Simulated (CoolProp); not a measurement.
Aqueous ammonia as a coolant, 18 % by mass, freezing at -30.6 °C, 1 atm.

The numbers come from the Melinder's fits for secondary coolants in CoolProp.

```csv
T (°C),density (kg/m³),viscosity (mPa s),Prandtl number,conductivity (W/(m K))
-7,939.7,2.80,26.9,0.441
-3.3,938.5,…,23.3,0.448
0.5,937.3,2.18,…,0.454
4.3,…,1.94,17.8,0.461
8,934.5,1.74,15.8,…
11.8,933.0,1.57,13.9,…
15.6,931.4,1.41,12.4,0.480
19.3,929.7,1.28,11.1,0.486
23.1,928.0,1.15,9.84,0.493
```

Problem. Fill in the missing entries.

Solution. 
- -3.3, viscosity (mPa s): 2.47
- 0.5, Prandtl number: 20.3
- 4.3, density (kg/m³): 935.9
- 8, conductivity (W/(m K)): 0.467
- 11.8, conductivity (W/(m K)): 0.473
